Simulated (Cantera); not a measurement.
Charge: 1 mol Ta(OEt)5, 4.3 mol O2, 7.3 mol H2, equilibrated at 1525 K and 7500 Pa.

Method: chemical equilibrium by Gibbs-energy minimisation in Cantera with the NASA 1993 tables (ideal gas, pure condensed phases). Candidate condensed phases: C, C6H6, C7H8, C8H18, H2O, Ta, TaC, Ta2O5; 113 gas species. The feed counts by its element totals alone. Kinetics and transport are ignored.

Base state: H2 0.633, CO 0.330, H2O 0.0309, CO2 0.00598, H 6.88e-5 (mole fractions); condensed: Ta2O5(s).

Problem. What changes in the equilibrium state with this change: temperature from 1525 K to 1823 K?

Solution. 
| species | before | after |
|---|---|---|
| H2 | 0.633 | 0.631 |
| CO | 0.330 | 0.331 |
| H2O | 0.0309 | 0.0325 |
| CO2 | 0.00598 | 0.00436 |
| H | 6.88e-5 | 0.00126 |
| Ta2O5(s), mol | 0.500 | 0.500 |

Problem. What changes in the equilibrium state with this change: Ta(OEt)5 replaced by Nb?

Solution. 
```
species         before    after
-------------  -------  -------
H2O             0.0309    0.836
H2               0.633    0.164
H              6.88e-5  3.50e-5
CO               0.330        0
CO2            0.00598        0
Ta2O5(s), mol    0.500        0
Nb2O5(s), mol        0    0.500
```
Condensed phases not in the tables: the oxides between NbO2 and Nb2O5. Further candidate phases: Nb, NbO, NbO2, Nb2O5.

Problem. What changes in the equilibrium state with this change: O2 from 4.3 to 0.1 mol?

Solution. 
```csv
species,before,after
H2,0.633,0.792
CO,0.330,0.208
CH4,5.00e-8,0.000107
H2O,0.0309,1.78e-5
CO2,0.00598,1.73e-6
H,6.88e-5,7.69e-5
"Ta2O5(s), mol",0.500,0
"C(graphite), mol",0,3.80
"TaC(s), mol",0,1.00
```
TaC: taken at fixed stoichiometry. Condensed phases not in the tables: Ta2C.
